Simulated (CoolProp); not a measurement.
Saturation properties of methane.

Computed with CoolProp (reference Helmholtz-energy equation of state, Setzmann 1991).

| T (°C) | p (kPa) | liquid density (kg/m³) | enthalpy of vaporisation (kJ/kg) | vapour viscosity (µPa s) |
|---|---|---|---|---|
| -165.75 | 70.25 | 428.5 | 518.4 | 4.07 |
| -160.35 | 111.1 | 420.7 | 508.7 | 4.29 |
| -155.05 | 167.0 | 412.8 | 498.5 | 4.51 |
| -149.75 | 241.9 | 404.6 | 487.4 | 4.72 |
| -144.45 | 339.5 | 396.2 | 475.2 | 4.93 |
| -139.05 | 466.3 | 387.2 | 461.6 | 5.16 |
| -133.75 | 621.5 | 377.9 | 446.9 | 5.39 |
| -128.45 | 811.4 | 368.2 | 430.6 | 5.63 |
| -123.05 | 1045 | 357.7 | 412.2 | 5.89 |
| -117.75 | 1317 | 346.6 | 392.0 | 6.19 |
| -112.45 | 1637 | 334.7 | 369.1 | 6.53 |

It boils at -161.5 °C under 1 atm.

Viscosity comes from a separate model (Quiñones-Cisneros 2006).
